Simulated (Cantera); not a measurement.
What does this Cantera script print?

```python
import numpy as np
import cantera as ct

gas_names = [...]  # 109 gases of nasa_gas.yaml made of C, Cl, H, Si
cond_names = """
    C(gr) C6H6(L) C7H8(L) C8H18(L),n-octa Si(cr) Si(L) SiC(b)
""".split()


# ... load() reads the species with a 1 bar reference pressure and builds the phases ...
atoms = {
    '(CH3)2SiCl2': {'C': 2, 'H': 6, 'Si': 1, 'CL': 2},
    'C2H4': {'C': 2, 'H': 4},
    'H2': {'H': 2},
}
top_T = {'C(gr)': 4500, 'SiC(b)': 3050}  # K; cautious upper limits of use, not melting points


# ... equilibrate(T, P, feed) seeds the gas with the atoms and calls Mixture.equilibrate('TP', solver="vcs", rtol=1e-11, max_steps=5000) ...
results = []
feed = {'(CH3)2SiCl2': 1, 'C2H4': 0.01, 'H2': 64}  # mol
P = 1000  # Pa
for T in [1175, 1275, 1375, 1475, 1575, 1675, 1775, 1875, 1975, 2075, 2175, 2275, 2375, 2475]:
    mix = equilibrate(T, P, feed)
    results.append((T, P, feed, dict(zip(mix.species_names, mix.species_moles))))
    x = sorted(zip(gas.X, gas.species_names), reverse=True)
    print(f"T = {T:g} K  P = {P:g} Pa  gas = {mix.phase_moles(0):.4g} mol")
    print("   x: " + "  ".join(f"{s} {v:.3e}" for v, s in x if v > 0.001))
    print("   condensed (mol): " + ("  ".join(f"{mix.phase(i).name} {mix.phase_moles(i):.4g}"
          for i in range(1, mix.n_phases) if mix.phase_moles(i) > 1e-12) or "none"))
```

It prints:

```
T = 1175 K  P = 1000 Pa  gas = 68.01 mol
   x: H2 9.704e-01  HCL 2.940e-02
   condensed (mol): C(gr) 1.008  SiC(b) 0.9997
T = 1275 K  P = 1000 Pa  gas = 68.01 mol
   x: H2 9.705e-01  HCL 2.939e-02
   condensed (mol): C(gr) 1.014  SiC(b) 0.9996
T = 1375 K  P = 1000 Pa  gas = 68.02 mol
   x: H2 9.705e-01  HCL 2.938e-02
   condensed (mol): C(gr) 1.017  SiC(b) 0.9992
T = 1475 K  P = 1000 Pa  gas = 68.02 mol
   x: H2 9.705e-01  HCL 2.936e-02
   condensed (mol): C(gr) 1.019  SiC(b) 0.9987
T = 1575 K  P = 1000 Pa  gas = 68.03 mol
   x: H2 9.702e-01  HCL 2.933e-02
   condensed (mol): C(gr) 1.018  SiC(b) 0.998
T = 1675 K  P = 1000 Pa  gas = 68.06 mol
   x: H2 9.694e-01  HCL 2.927e-02  H 1.143e-03
   condensed (mol): C(gr) 1.015  SiC(b) 0.997
T = 1775 K  P = 1000 Pa  gas = 68.12 mol
   x: H2 9.677e-01  HCL 2.917e-02  H 2.847e-03
   condensed (mol): C(gr) 1.005  SiC(b) 0.9954
T = 1875 K  P = 1000 Pa  gas = 68.25 mol
   x: H2 9.640e-01  HCL 2.899e-02  H 6.436e-03
   condensed (mol): C(gr) 0.9861  SiC(b) 0.9916
T = 1975 K  P = 1000 Pa  gas = 68.5 mol
   x: H2 9.567e-01  HCL 2.867e-02  H 1.338e-02
   condensed (mol): C(gr) 0.9548  SiC(b) 0.9786
T = 2075 K  P = 1000 Pa  gas = 68.99 mol
   x: H2 9.432e-01  HCL 2.811e-02  H 2.587e-02  C2H2,acetylene 1.170e-03
   condensed (mol): C(gr) 0.923  SiC(b) 0.9272
T = 2175 K  P = 1000 Pa  gas = 69.93 mol
   x: H2 9.193e-01  H 4.680e-02  HCL 2.716e-02  Si 2.866e-03  C2H2,acetylene 2.051e-03  CL 1.009e-03
   condensed (mol): C(gr) 0.9554  SiC(b) 0.7304
T = 2275 K  P = 1000 Pa  gas = 71.82 mol
   x: H2 8.770e-01  H 7.951e-02  HCL 2.556e-02  Si 9.968e-03  C2H2,acetylene 3.340e-03  CL 1.673e-03  SiC2 1.261e-03
   condensed (mol): C(gr) 1.279  SiC(b) 0.02197
T = 2375 K  P = 1000 Pa  gas = 73.8 mol
   x: H2 8.266e-01  H 1.282e-01  HCL 2.411e-02  Si 1.039e-02  C2H2,acetylene 5.133e-03  CL 2.674e-03  SiC2 1.842e-03
   condensed (mol): C(gr) 0.9512
T = 2475 K  P = 1000 Pa  gas = 76.66 mol
   x: H2 7.577e-01  H 1.959e-01  HCL 2.191e-02  Si 9.937e-03  C2H2,acetylene 7.369e-03  CL 4.011e-03  SiC2 2.397e-03
   condensed (mol): C(gr) 0.4709
```

Cantera equilibrium calculation (NASA polynomials, part measured and part estimated; ideal gas, pure solids and liquids). The feed counts by its element totals alone. The tables' values for SiCl are old estimates; treat these amounts as uncertain. Gases not in the tables: Si2H6 and higher silanes.
